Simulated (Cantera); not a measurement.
Cantera with NASA thermochemical tables; ideal gases at 1 bar, condensed phases pure. Values are per mole of reaction as written; species without (g) are pure solids or liquids, kept so even where they would boil at 1 bar.

Between 800 and 2000 K, where is each reaction favourable under standard conditions?
- Ti3O5 + 4 N(g) → 3 TiO(g) + 2 N2O(g)


- Ti3O5 + 4 N(g) → 3 TiO(g) + 2 N2O(g): ΔG° is 607 kJ at 800 K and 295 kJ at 2000 K; it stays positive (K < 1). ΔH° is 748 kJ and ΔS° 226 J/K at 2000 K.
